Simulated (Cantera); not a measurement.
A freely propagating, adiabatic, planar premixed flame of CO : H₂ : O₂ : N₂ = 1 : 0.98 : 0.66 : 2.48 (molar parts), equivalence ratio 1.5, unburnt at 698 K and 1.01 bar; mixture-averaged transport, grid criteria slope 0.08 and curve 0.16, no radiation.

Model: GRI-Mech 3.0 (53 species, 325 reactions), integrated in Cantera. Burning velocities carry a grid error of a few per cent, more on coarse grids.

Task: Predict: laminar burning velocity; thermal thickness; peak x(HO₂).

Result: 
```json
{
  "laminar_burning_velocity": "746 cm/s",
  "thermal_thickness": "0.577 mm",
  "peak x(HO₂)": "0.000199"
}
```
